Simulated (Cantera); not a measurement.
A Cantera script and what it prints.

```python
import numpy as np
import cantera as ct

gas_names = """
    Br Br2 H HBr H2 Si SiBr SiBr2 SiBr3 SiBr4 SiH SiHBr3 SiH2 SiH2Br2 SiH3 SiH3Br SiH4 Si2 Si3
""".split()
cond_names = """
    Br2(cr) Br2(L) Si(cr) Si(L)
""".split()


# ... load() reads the species with a 1 bar reference pressure and builds the phases ...
atoms = {
    'Si': {'Si': 1},
    'Br2': {'Br': 2},
    'H2': {'H': 2},
}
top_T = {}  # K; cautious upper limits of use, not melting points


# ... equilibrate(T, P, feed) seeds the gas with the atoms and calls Mixture.equilibrate('TP', solver="vcs", rtol=1e-11, max_steps=5000) ...
results = []
feed = {'Si': 1, 'Br2': 1.4, 'H2': 64}  # mol
T = 1298.15  # K
P = 13332.2  # Pa
mix = equilibrate(T, P, feed)
results.append((T, P, feed, dict(zip(mix.species_names, mix.species_moles))))
x = sorted(zip(gas.X, gas.species_names), reverse=True)
print(f"T = {T:g} K  P = {P:g} Pa  gas = {mix.phase_moles(0):.4g} mol")
print("   x: " + "  ".join(f"{s} {v:.3e}" for v, s in x if v > 1e-06))
print("   condensed (mol): " + ("  ".join(f"{mix.phase(i).name} {mix.phase_moles(i):.4g}"
      for i in range(1, mix.n_phases) if mix.phase_moles(i) > 1e-12) or "none"))
```

It prints:

```
T = 1298.15 K  P = 13332.2 Pa  gas = 65.39 mol
   x: H2 9.604e-01  HBr 3.665e-02  SiBr2 2.683e-03  SiBr4 8.315e-05  SiBr3 7.291e-05  SiHBr3 6.003e-05  Br 2.669e-05  SiH2Br2 2.070e-05  H 2.883e-06  SiH3Br 2.521e-06
   condensed (mol): Si(cr) 0.8089
```

Equilibrium computed with Cantera from the NASA thermochemical tables; the gas is ideal and each condensed phase is pure. The tables' values for SiBr3 are old estimates; treat these amounts as uncertain.
